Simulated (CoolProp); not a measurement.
Vapour-liquid equilibrium of propylene (1) + R152A (2) at 306.4 K; x and y are mole fractions of (1).

Computed with CoolProp (multi-fluid Helmholtz-energy mixture model, Lemmon 2013 and Outcalt 1996; pair parameters Bell 2016).

| x | bubble pressure, mixture model (MPa) | bubble pressure, Raoult's law (MPa) | y, mixture model | y, Raoult's law |
|---|---|---|---|---|
| 0.05 | 0.8400 | 0.7889 | 0.127 | 0.089 |
| 0.15 | 0.9867 | 0.8543 | 0.306 | 0.248 |
| 0.25 | 1.107 | 0.9197 | 0.428 | 0.383 |
| 0.35 | 1.203 | 0.9851 | 0.519 | 0.501 |
| 0.45 | 1.279 | 1.051 | 0.592 | 0.604 |
| 0.55 | 1.339 | 1.116 | 0.657 | 0.695 |
| 0.65 | 1.385 | 1.181 | 0.718 | 0.776 |
| 0.75 | 1.416 | 1.247 | 0.782 | 0.848 |
| 0.85 | 1.432 | 1.312 | 0.855 | 0.914 |
| 0.95 | 1.425 | 1.378 | 0.945 | 0.973 |

The largest gap from Raoult's law is +22.1 % in bubble pressure, at x = 0.35. y crosses x between x = 0.85 and 0.95: the model has an azeotrope there.

Pair parameters are fitted to limited data, so mixtures are less certain than the pure fluids.
